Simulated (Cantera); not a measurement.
What does this Cantera script print?

```python
import numpy as np
import cantera as ct

gas_names = """
    B BCL BCL2 BCL3 BN BO BOCL BO2 B2 B2O B2O2 B2O3 B3O3CL3 CL CLO CL2 N NO NO2 NO3 N2 N2O O O2 O3
""".split()
cond_names = """
    B(b) B(L) BN(s) B2O3(L)
""".split()


# ... load() reads the species with a 1 bar reference pressure and builds the phases ...
atoms = {
    'B2O3': {'B': 2, 'O': 3},
    'Cl2': {'CL': 2},
    'N2': {'N': 2},
}
top_T = {'BN(s)': 3200}  # K; cautious upper limits of use, not melting points


# ... equilibrate(T, P, feed) seeds the gas with the atoms and calls Mixture.equilibrate('TP', solver="vcs", rtol=1e-11, max_steps=5000) ...
results = []
T = 1448.15  # K
P = 133.322  # Pa
for m in [3, 4.1, 5.5, 7.4, 10, 14, 18, 25, 33]:
    feed = {'B2O3': 1, 'Cl2': 1.2, 'N2': m}  # mol
    mix = equilibrate(T, P, feed)
    results.append((T, P, feed, dict(zip(mix.species_names, mix.species_moles))))

top = {s: max(r[3][s] / sum(r[3][g] for g in gas_names) for r in results) for s in gas_names}
cols = sorted((s for s in top if top[s] > 1e-06), key=lambda s: -top[s])[:5]
seen = [c for c in cond_names if any(r[3].get(c, 0) > 1e-12 for r in results)]
print("log10 of partial pressures in bar; condensed amounts in mol")
print(f"{'n(N2)':>10s}" + "".join(f"{s[:9]:>10s}" for s in cols + seen))
for T, P, feed, n in results:
    ng = sum(n[g] for g in gas_names)
    print(f"{feed['N2']:10.4g}" + "".join(f"{np.log10(max(n[s] / ng * P / 1e5, 1e-99)):10.3f}" for s in cols)
          + "".join(f"{n.get(c, 0):10.4g}" for c in seen))
```

Output:

```
log10 of partial pressures in bar; condensed amounts in mol
     n(N2)        N2        CL       CL2      BOCL      B2O3   B2O3(L)
         3    -3.101    -3.382    -3.983    -4.970    -5.142    0.9511
       4.1    -3.054    -3.450    -4.120    -5.022    -5.142    0.9432
       5.5    -3.018    -3.522    -4.263    -5.078    -5.142    0.9335
       7.4    -2.988    -3.601    -4.422    -5.140    -5.142    0.9208
        10    -2.963    -3.690    -4.598    -5.208    -5.142    0.9041
        14    -2.942    -3.796    -4.811    -5.292    -5.142    0.8792
        18    -2.929    -3.880    -4.980    -5.358    -5.142     0.855
        25    -2.916    -3.997    -5.213    -5.450    -5.142    0.8135
        33    -2.907    -4.100    -5.419    -5.531    -5.142    0.7668
```

These are equilibrium values from Cantera (NASA tables, ideal gas, pure condensed phases), not measurements of a reactor. The tables' values for BOCl are old estimates; treat these amounts as uncertain.
